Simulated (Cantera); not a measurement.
**Transport properties of process gases**

Gas mixture: 100 % N₂O, at 3750 Torr, frozen composition.

Cantera's kinetic-theory transport with the Lennard-Jones parameters of GRI-Mech 3.0, ideal gas; thermal conductivity in the multicomponent form. The composition is frozen, though it would react at the higher temperatures.

```json
[
 {"T (K)": "400", "ρ (kg/m³)": "6.62", "cp (J/kg/K)": "970.3", "μ (µPa s)": "19.5", "λ (mW/m/K)": "25.3", "Pr": "0.746", "D (cm²/s) CH₄": "0.0589", "D (cm²/s) CO₂": "0.0389", "D (cm²/s) C₂H₂": "0.0426"},
 {"T (K)": "650", "ρ (kg/m³)": "4.07", "cp (J/kg/K)": "1127", "μ (µPa s)": "29.1", "λ (mW/m/K)": "44.1", "Pr": "0.744", "D (cm²/s) CH₄": "0.140", "D (cm²/s) CO₂": "0.0947", "D (cm²/s) C₂H₂": "0.103"},
 {"T (K)": "900", "ρ (kg/m³)": "2.94", "cp (J/kg/K)": "1227", "μ (µPa s)": "37.1", "λ (mW/m/K)": "61.4", "Pr": "0.741", "D (cm²/s) CH₄": "0.245", "D (cm²/s) CO₂": "0.168", "D (cm²/s) C₂H₂": "0.182"},
 {"T (K)": "1150", "ρ (kg/m³)": "2.30", "cp (J/kg/K)": "1285", "μ (µPa s)": "44.1", "λ (mW/m/K)": "76.8", "Pr": "0.738", "D (cm²/s) CH₄": "0.371", "D (cm²/s) CO₂": "0.256", "D (cm²/s) C₂H₂": "0.277"},
 {"T (K)": "1400", "ρ (kg/m³)": "1.89", "cp (J/kg/K)": "1327", "μ (µPa s)": "50.5", "λ (mW/m/K)": "91.0", "Pr": "0.736", "D (cm²/s) CH₄": "0.517", "D (cm²/s) CO₂": "0.358", "D (cm²/s) C₂H₂": "0.386"},
 {"T (K)": "1650", "ρ (kg/m³)": "1.60", "cp (J/kg/K)": "1359", "μ (µPa s)": "56.4", "λ (mW/m/K)": "104", "Pr": "0.734", "D (cm²/s) CH₄": "0.681", "D (cm²/s) CO₂": "0.472", "D (cm²/s) C₂H₂": "0.509"},
 {"T (K)": "1900", "ρ (kg/m³)": "1.39", "cp (J/kg/K)": "1384", "μ (µPa s)": "61.9", "λ (mW/m/K)": "117", "Pr": "0.733", "D (cm²/s) CH₄": "0.861", "D (cm²/s) CO₂": "0.598", "D (cm²/s) C₂H₂": "0.645"},
 {"T (K)": "2150", "ρ (kg/m³)": "1.23", "cp (J/kg/K)": "1402", "μ (µPa s)": "67.2", "λ (mW/m/K)": "129", "Pr": "0.732", "D (cm²/s) CH₄": "1.06", "D (cm²/s) CO₂": "0.736", "D (cm²/s) C₂H₂": "0.793"},
 {"T (K)": "2400", "ρ (kg/m³)": "1.10", "cp (J/kg/K)": "1416", "μ (µPa s)": "72.2", "λ (mW/m/K)": "140", "Pr": "0.731", "D (cm²/s) CH₄": "1.27", "D (cm²/s) CO₂": "0.884", "D (cm²/s) C₂H₂": "0.952"}
]
```
D: mixture-averaged diffusion coefficient of that species in the mixture.
